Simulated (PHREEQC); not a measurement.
## Phosphoric acid bath with buffer: an equilibrium model

Solution A (0.054 mol/kgw H3PO4, 0.00069 mol/kgw K2HPO4 and 9.5e-05 mol/kgw H3AsO4) is mixed with solution B (0.22 mol/kgw HF and 0.04 mol/kgw Na2SO4) at 25 °C; shares are by mass of water, 1 kg in all. Oxygen is held at 0.21 atm. CO2 from the air is kept out. Solids allowed: Mirabilite. Others were left out.

Computed with PHREEQC (ion-association model, wateq4f.dat).

```
share of solution B    pH  H3AsO4 (mol/kgw)  SO4-2 (mol/kgw)  H3PO4 (mol/kgw)  HF (mol/kgw)
-------------------  ----  ----------------  ---------------  ---------------  ------------
0                    1.82           6.90e-5                0           0.0362             0
0.1                  1.85           6.01e-5          0.00212           0.0314        0.0189
0.2                  1.89           5.18e-5          0.00445           0.0269        0.0348
0.3                  1.92           4.40e-5          0.00694           0.0227        0.0488
0.4                  1.95           3.67e-5          0.00956           0.0188        0.0613
0.5                  1.98           2.97e-5           0.0123           0.0152        0.0727
0.6                  2.00           2.31e-5           0.0151           0.0117        0.0832
0.7                  2.03           1.69e-5           0.0179          0.00853        0.0929
0.8                  2.05           1.10e-5           0.0208          0.00552         0.102
0.9                  2.07           5.36e-6           0.0237          0.00268         0.111
1                    2.09                 0           0.0266                0         0.119
```

wateq4f.dat counts part of the HF as a dimer, H2F2, which phreeqc.dat doesn't know; its constant is uncertain. H3PO4, which wateq4f.dat lacks, is added to it with the constant of phreeqc.dat.
